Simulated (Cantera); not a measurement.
An adiabatic, constant-pressure homogeneous reactor starts with CH₄ : C₂H₆ : O₂ : N₂ = 1 : 0.1 : 2.53 : 16.9 (molar parts), equivalence ratio 0.93, at 1750 K and 1000000 Pa.

Detailed kinetics in Cantera: GRI-Mech 3.0 (53 species, 325 reactions).

**Question.** Predict: time of steepest temperature rise; temperature at 0.200 s; equilibrium temperature; x(O₂) at 0.200 s; x(H) at 0.200 s.

**Answer.** 
| Item | Value |
|---|---|
| time of steepest temperature rise | 14.3 µs |
| temperature at 0.200 s | 2720 K |
| equilibrium temperature | 2720 K |
| x(O₂) at 0.200 s | 0.0117 (gas-phase equilibrium 0.0117) |
| x(H) at 0.200 s | 0.00134 (gas-phase equilibrium 0.00134) |
